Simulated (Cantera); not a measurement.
## Low-pressure radical oxidation in H2/O2

An isothermal, constant-pressure homogeneous reactor starts with 13.8 % H2, 86.2 % O2, equivalence ratio 0.080, at 1100 K and 10.00 Torr.

Computed with Cantera and the H2/O2 subset of GRI-Mech 3.0, which has no nitrogen chemistry. Radical loss at walls, strong at low pressure, is not modelled. The temperature is held fixed by assumption; the heat of reaction is taken as removed at once.

```
t (s)         x H2   x O2    x H2O2      x OH     x H2O       x O     x HO2
--------  --------  -----  --------  --------  --------  --------  --------
8.00e-6      0.138  0.862    <1e-12  5.00e-12    <1e-12  5.28e-12  1.11e-10
4.80e-5      0.138  0.862    <1e-12  1.21e-10  7.61e-11  1.59e-10  6.64e-10
0.000288     0.138  0.862  2.49e-12   3.30e-9   1.04e-8   6.15e-9   4.03e-9
0.00172      0.135  0.860   5.90e-9  0.000450   0.00198  0.000874   3.89e-6
0.0103     0.00293  0.817   2.55e-7   0.00416     0.130    0.0284   9.41e-6
0.0619    0.000168  0.850   2.40e-7  0.000961     0.147   0.00155   4.10e-6
0.371      4.66e-6  0.852   5.88e-8  0.000166     0.148   4.58e-5   3.44e-7
2.23       3.12e-7  0.852   1.10e-8   4.43e-5     0.148   3.27e-6   3.12e-8
13.3       3.55e-8  0.852   1.99e-9   1.52e-5     0.148   3.84e-7   4.98e-9
80.0       5.31e-9  0.852  3.67e-10   5.90e-6     0.148   5.82e-8   3.30e-9
```
x: mole fraction; the columns are a selection and need not sum to one.

Equilibrium at this temperature and pressure: H2 1.84e-9, O2 0.852, H2O2 1.43e-10, OH 3.47e-6, H2O 0.148, O 2.01e-8, HO2 4.71e-9 (gas phase only).
